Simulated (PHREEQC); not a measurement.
Make-up at 25 °C: 0.05 mol/kgw HF, 0.03 mol/kgw NaCl and 0.0014 mol/kgw CuCl2. Closed to the air; pH follows from the charge balance.

All values are PHREEQC results (ion-association model, wateq4f.dat), not measurements.

No solid was allowed to form.

Question: What pH, ionic strength does the model give?

Answer: pH 2.27; ionic strength 0.0402 mol/kgw.

Question: In which forms is Cu present?

Answer: Cu+2 91 %, CuF+ 4.5 %, CuCl+ 4.1 % of the Cu.

wateq4f.dat counts part of the HF as a dimer, H2F2, which phreeqc.dat doesn't know; its constant is uncertain.
